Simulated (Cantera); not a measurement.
Charge: 1 mol AlCl3, 7.2 mol HCl, 52 mol N2, equilibrated at 2075 K and 100 Torr.

Equilibrium computed with Cantera from the NASA thermochemical tables; the gas is ideal and each condensed phase is pure. Candidate condensed phases: Al, AlCl3, AlN, NH4Cl; 20 gas species. The tables' values for AlCl2 are old estimates; treat these amounts as uncertain. Rates play no part.

Base state: N2 0.856, HCl 0.113, AlCl3 0.0123, Cl 0.0114, AlCl2 0.00298, H2 0.00282, AlCl 0.00121, H 0.000388 (mole fractions); condensed: gas only.

Problem. What changes in the equilibrium state with this change: HCl from 7.2 to 3 mol?

Solution. 
```csv
species,before,after
N2,0.856,0.921
HCl,0.113,0.0511
AlCl3,0.0123,0.0122
Cl,0.0114,0.00927
H2,0.00282,0.000883
H,0.000388,0.000217
Cl2,1.83e-5,1.21e-5
```

Problem. What changes in the equilibrium state with this change: HCl from 7.2 to 2.4 mol?

Solution. 
| species | before | after |
|---|---|---|
| N2 | 0.856 | 0.931 |
| HCl | 0.113 | 0.0415 |
| AlCl3 | 0.0123 | 0.0122 |
| Cl | 0.0114 | 0.00901 |
| H2 | 0.00282 | 0.000617 |
| H | 0.000388 | 0.000181 |
| Cl2 | 1.83e-5 | 1.14e-5 |
| AlCl | 0.00121 | 0.00193 |
